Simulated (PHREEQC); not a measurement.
PHREEQC input (Pitzer model, pitzer.dat):

```
SOLUTION 1
  temp 20
  units mol/kgw
  pH 7 charge
  S(6) 0.27
  Na 0.6952
  Cl 0.213
  K 0.12
  C(4) 0.0561
END
USE solution 1
INCREMENTAL_REACTIONS false
REACTION 1
  H2O -1
  0 9.886 18.011 24.689 30.178 34.689 38.397 41.444
  43.949 46.007 47.699 49.089 50.232 51.172 51.944 moles
EQUILIBRIUM_PHASES 1
  Arcanite 0 0
  Burkeite 0 0
  Glaserite 0 0
  Halite 0 0
  Kalicinite 0 0
  Mirabilite 0 0
  Misenite 0 0
  Nahcolite 0 0
  Natron 0 0
  Sylvite 0 0
  Thenardite 0 0
  Trona 0 0
  CO2(g) -3.4 10
SELECTED_OUTPUT 1
  -reset false
  -pH true
  -pe true
  -ionic_strength true
  -water true
  -activities H2O
  -totals C Cl K Na S
  -molalities H+ Na+ K+ Cl- CO3-2 SO4-2 OH- HCO3- CO2 HSO4-
  -equilibrium_phases Arcanite Burkeite Glaserite Halite Kalicinite Mirabilite Misenite Nahcolite Natron Sylvite
    Thenardite Trona
PRINT
  -reset false
END
```

Selected output (columns that matter, 10 of 15 rows; water left (kg) added in front):

```
water left (kg)	pH	mu	C	Cl	K	Na	S	m_H+	m_Na+	m_K+	la_H2O	Glaserite	Mirabilite	Thenardite
1.00018	9.4065	1.1009	0.046272	0.21296	0.11998	0.69508	0.26995	7.1933e-10	0.69508	0.11998	-0.0081101	0	0	0
0.675728	9.4632	1.6327	0.065295	0.31522	0.17759	1.0288	0.39957	6.4072e-10	1.0288	0.17759	-0.011721	0	0	0
0.555435	9.4875	1.9881	0.077622	0.38348	0.21605	1.2516	0.48611	6.0028e-10	1.2516	0.21605	-0.014114	0	0	0
0.375308	9.5287	2.9472	0.11002	0.56753	0.31974	1.8523	0.71941	5.0604e-10	1.8523	0.31974	-0.020625	0	0	0
0.308519	9.546	3.5878	0.13126	0.69039	0.38895	2.2533	0.87515	4.4796e-10	2.2533	0.38895	-0.025105	0	0	0
0.208518	9.5753	5.3146	0.188	1.0215	0.57549	3.334	1.2949	3.0561e-10	3.334	0.57549	-0.038085	0	0	0
0.167757	9.6007	6.2428	0.22998	1.2697	0.71532	3.8996	1.4872	2.2521e-10	3.8996	0.71532	-0.046679	0	0.020511	0
0.0957927	9.6955	7.6818	0.38492	2.2236	1.0498	4.8528	1.5149	9.7977e-11	4.8528	1.0498	-0.070022	0.0064804	0.11193	0
0.0708329	9.7251	8.5109	0.50779	3.0071	0.98966	5.7325	1.4185	6.2632e-11	5.7325	0.98966	-0.090055	0.016633	0.13626	0
0.0551239	9.7339	9.7718	0.64211	3.864	0.87179	6.9827	1.4311	3.7381e-11	6.9827	0.87179	-0.11881	0.023981	0.052311	0.09084
```
